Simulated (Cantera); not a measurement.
What does this Cantera script print?

```python
import numpy as np
import cantera as ct

gas_names = """
    H HO2 H2 H2O H2O2 O OH O2 O3 Zr ZrO ZrO2
""".split()
cond_names = """
    H2O(s) H2O(L) Zr(a) Zr(b) Zr(L) ZrO2(a) ZrO2(b) ZrO2(L)
""".split()


def load(file, names, dense=False):
    # The tables refer to 1 bar. Condensed volumes are neglected.
    table = {s.name: s for s in ct.Species.list_from_file(file)}
    out = []
    for n in names:
        d = dict(table[n].input_data)
        d["thermo"] = dict(d["thermo"], **{"reference-pressure": 1e5})
        if dense:
            d["equation-of-state"] = {"model": "constant-volume", "density": "1e6 g/cm^3"}
        out.append(ct.Species.from_dict(d))
    return out


gas = ct.Solution(thermo="ideal-gas", species=load("nasa_gas.yaml", gas_names))
cond = {s.name: ct.Solution(thermo="fixed-stoichiometry", species=[s], name=s.name)
        for s in load("nasa_condensed.yaml", cond_names, dense=True)}
atoms = {
    'Zr': {'Zr': 1},
    'H2O': {'H': 2, 'O': 1},
    'H2': {'H': 2},
}
top_T = {}  # K; cautious upper limits of use, not melting points


def equilibrate(T, P, feed):
    n = {}
    for name, mol in feed.items():
        for a, k in atoms[name].items():
            n[a] = n.get(a, 0.0) + k * mol
    gas.TPX = T, P, n
    mass = sum(n.values()) * gas.mean_molecular_weight
    gas.equilibrate("TP")
    valid = [c for c in cond.values() if c.min_temp <= T <= top_T.get(c.name, c.max_temp)]
    mix = ct.Mixture([(gas, mass / gas.mean_molecular_weight)] + [(c, 0.0) for c in valid])
    mix.T, mix.P = T, P
    mix.equilibrate("TP", solver="vcs", rtol=1e-11, max_steps=5000)
    return mix


results = []
feed = {'Zr': 1, 'H2O': 0.012, 'H2': 11}  # mol
T = 2375  # K
P = 100000  # Pa
mix = equilibrate(T, P, feed)
results.append((T, P, feed, dict(zip(mix.species_names, mix.species_moles))))
x = sorted(zip(gas.X, gas.species_names), reverse=True)
print(f"T = {T:g} K  P = {P:g} Pa  gas = {mix.phase_moles(0):.4g} mol")
print("   x: " + "  ".join(f"{s} {v:.3e}" for v, s in x if v > 0.001))
print("   condensed (mol): " + ("  ".join(f"{mix.phase(i).name} {mix.phase_moles(i):.4g}"
      for i in range(1, mix.n_phases) if mix.phase_moles(i) > 1e-12) or "none"))
```

Output:

```
T = 2375 K  P = 100000 Pa  gas = 11.09 mol
   x: H2 9.860e-01  H 1.400e-02
   condensed (mol): Zr(L) 0.994  ZrO2(b) 0.005814
```

Method: chemical equilibrium by Gibbs-energy minimisation in Cantera with the NASA 1993 tables (ideal gas, pure condensed phases). Mutual solubility and eutectic melting of coexisting phases are not modelled. Condensed phases not in the tables: N, O or C dissolved in the metal.
